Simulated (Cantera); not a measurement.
Feed: 1 mol C₂H₄, 0.0098 mol O₂, 4.7 mol H₂, equilibrated at 7200 Pa.

These are equilibrium values from Cantera (NASA tables, ideal gas, pure condensed phases), not measurements of a reactor. Candidate condensed phases: C, C₆H₆, C₇H₈, C₈H₁₈, H₂O; 110 gas species. Rates play no part. All values below are at 1875 K.

Base state: H₂ 0.994, CO 0.00291, H 0.00244, C₂H₂ (acetylene) 0.000315, CH₄ 4.31e-5 (mole fractions); condensed: C(graphite).

Question: What changes in the equilibrium state with this change: C₂H₄ replaced by CH₃OH?

Answer: 
```csv
species,before,after
H₂,0.994,0.866
CO,0.00291,0.130
H₂O,4.16e-8,0.00245
C₂H₂ (acetylene),0.000315,<1e-9
CO₂,<1e-9,8.93e-5
CH₄,4.31e-5,2.15e-8
"C(graphite), mol",1.98,0
```
